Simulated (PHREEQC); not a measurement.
## Acid rinse or clean: an equilibrium model

Solution (25 °C): 0.0042 mol/kgw HBr and 0.0033 mol/kgw CuSO4. Closed to the air; pH follows from the charge balance.

All values are PHREEQC results (ion-association model, wateq4f.dat), not measurements.

```
Quantity                   Value
----------------  --------------
pH                          2.48
ionic strength    0.0143 mol/kgw
total alkalinity    -4.20 meq/kg
```

```tsv
species	molality	activity	log γ
Br-	0.00420	0.00372	-0.052
H+	0.00368	0.00332	-0.045
Cu+2	0.00279	0.00177	-0.198
SO4-2	0.00227	0.00142	-0.205
HSO4-	0.000516	0.000458	-0.052
CuSO4	0.000511	0.000513	0.001
CuOH+	6.02e-9	5.33e-9	-0.053
```

No solid was allowed to form.
